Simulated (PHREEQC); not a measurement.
A solution holds 0.033 mol NaH2PO4, 3.1e-05 mol NH3 and 0.014 mol KCl per kg of water, at 74 °C. Closed to the air; pH follows from the charge balance.

Equilibrium calculation in PHREEQC: ion-association model, phreeqc.dat.

Each row changes one thing in this solution. Precipitation was switched off in this run.

| case | pH | ionic strength (mol/kgw) | HPO4-2 (mol/kgw) | NH3 (mol/kgw) |
|---|---|---|---|---|
| as made | 4.63 | 0.0473 | 0.000202 | 1.12e-8 |
| NaH2PO4 replaced by K3PO4 at the same molality | 10.90 | 0.165 | 0.0210 | 3.10e-5 |
| diluted 100-fold with water | 5.31 | 0.000481 | 5.66e-6 | 6.72e-10 |
| KCl replaced by NH4Cl at the same molality | 4.62 | 0.0473 | 0.000201 | 5.02e-6 |
| temperature from 74 to 60 °C | 4.62 | 0.0472 | 0.000186 | 5.28e-9 |
| diluted 2-fold with water | 4.70 | 0.0236 | 0.000103 | 7.05e-9 |
| temperature from 74 to 15 °C | 4.62 | 0.0472 | 0.000139 | 2.80e-10 |

Constants without temperature data keep their 25 °C values here.
